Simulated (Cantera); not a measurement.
A Cantera script and its output.

```python
import numpy as np
import cantera as ct

gas = ct.Solution("h2o2.yaml")
gas.TPX = 1500, 101325, {'H2': 1, 'O2': 1.43, 'N2': 7.4}
reactor = ct.IdealGasConstPressureReactor(gas, energy="on", clone=False)
net = ct.ReactorNet([reactor])
net.rtol, net.atol = 1e-08, 1e-16
show = ['H2', 'O2', 'HO2', 'O', 'H', 'OH', 'H2O2']
times = np.geomspace(3e-06, 0.2, 10)

steps = ct.SolutionArray(gas, extra=["t"])
rows = []
print(f"{'t/s':>10s}{'T/K':>9s}{'P/Pa':>11s}" + "".join(f"{s:>11s}" for s in show))
for t in times:
    while net.time < t:
        t_next = net.step()
        steps.append(gas.state, t=t_next)
    rows.append([np.interp(t, steps.t, y) for y in (steps.T, steps.P, *steps(*show).X.T)])
    print(f"{t:10.3e}{rows[-1][0]:9.1f}{rows[-1][1]:11.4g}" + "".join(f"{x:11.3e}" for x in rows[-1][2:]))
rate = np.gradient(steps.T, steps.t)
print("integrator steps:", len(steps.t))
if steps.T.max() > steps.T[0] + 200:
    print(f"time of steepest temperature rise: {steps.t[rate.argmax()]:.4e} s")
gas.TPX = 1500, 101325, {'H2': 1, 'O2': 1.43, 'N2': 7.4}
gas.equilibrate("HP")
print(f"equilibrium (HP): T = {gas.T:.1f} K  " + "  ".join(f"{s} {gas[s].X[0]:.3e}" for s in show))
```

It prints:

```
       t/s      T/K       P/Pa         H2         O2        HO2          O          H         OH       H2O2
 3.000e-06   1500.0  1.013e+05  1.017e-01  1.455e-01  3.038e-07  2.213e-07  6.797e-07  1.923e-07  2.003e-09
 1.031e-05   1500.1  1.013e+05  1.013e-01  1.453e-01  7.295e-06  6.374e-05  1.859e-04  5.530e-05  5.464e-08
 3.541e-05   1761.1  1.013e+05  8.533e-03  9.187e-02  2.278e-05  2.180e-02  2.010e-02  1.154e-02  7.589e-07
 1.216e-04   2039.7  1.013e+05  3.917e-03  9.412e-02  9.193e-06  9.076e-03  4.324e-03  1.122e-02  2.244e-07
 4.179e-04   2165.0  1.013e+05  9.394e-04  9.728e-02  3.581e-06  2.095e-03  4.380e-04  6.346e-03  1.087e-07
 1.436e-03   2190.1  1.013e+05  3.655e-04  9.829e-02  3.315e-06  8.130e-04  1.041e-04  4.088e-03  1.088e-07
 4.932e-03   2190.5  1.013e+05  3.584e-04  9.830e-02  3.321e-06  7.973e-04  1.011e-04  4.050e-03  1.092e-07
 1.695e-02   2190.5  1.013e+05  3.584e-04  9.830e-02  3.321e-06  7.973e-04  1.011e-04  4.050e-03  1.092e-07
 5.822e-02   2190.5  1.013e+05  3.584e-04  9.830e-02  3.321e-06  7.973e-04  1.011e-04  4.050e-03  1.092e-07
 2.000e-01   2190.5  1.013e+05  3.584e-04  9.830e-02  3.321e-06  7.973e-04  1.011e-04  4.050e-03  1.092e-07
integrator steps: 1177
time of steepest temperature rise: 1.9559e-05 s
equilibrium (HP): T = 2190.5 K  H2 3.584e-04  O2 9.830e-02  HO2 3.321e-06  O 7.973e-04  H 1.011e-04  OH 4.050e-03  H2O2 1.092e-07
```

Detailed kinetics in Cantera: the H2/O2 subset of GRI-Mech 3.0, which has no nitrogen chemistry.
